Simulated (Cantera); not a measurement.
Gas mixture: 42.2 % H₂O, 57.8 % O₂, at 0.415 atm, frozen composition.

Cantera's kinetic-theory transport with the Lennard-Jones parameters of GRI-Mech 3.0, ideal gas; thermal conductivity in the mixture-averaged form. Polar gases are described roughly by these parameters.

D: mixture-averaged diffusion coefficient of that species in the mixture.

| T (K) | ρ (kg/m³) | cp (J/kg/K) | μ (µPa s) | λ (mW/m/K) | Pr | D (cm²/s) C₂H₂ | D (cm²/s) H₂ | D (cm²/s) NH₃ |
|---|---|---|---|---|---|---|---|---|
| 400 | 0.330 | 1221 | 20.8 | 35.1 | 0.723 | 0.697 | 3.31 | 0.892 |
| 600 | 0.220 | 1298 | 29.2 | 53.0 | 0.715 | 1.46 | 6.64 | 1.95 |
| 800 | 0.165 | 1374 | 36.8 | 71.3 | 0.709 | 2.42 | 10.8 | 3.34 |
| 1000 | 0.132 | 1440 | 43.8 | 89.5 | 0.705 | 3.57 | 15.7 | 5.01 |
| 1200 | 0.110 | 1499 | … | … | 0.703 | … | … | … |
| 1400 | 0.0942 | 1551 | … | … | 0.702 | … | … | … |

Question: Complete the blanks.

Answer: 
- 1200, μ (µPa s): 50.4
- 1200, λ (mW/m/K): 107
- 1200, D (cm²/s) C₂H₂: 4.87
- 1200, D (cm²/s) H₂: 21.3
- 1200, D (cm²/s) NH₃: 6.94
- 1400, μ (µPa s): 56.5
- 1400, λ (mW/m/K): 125
- 1400, D (cm²/s) C₂H₂: 6.33
- 1400, D (cm²/s) H₂: 27.5
- 1400, D (cm²/s) NH₃: 9.11
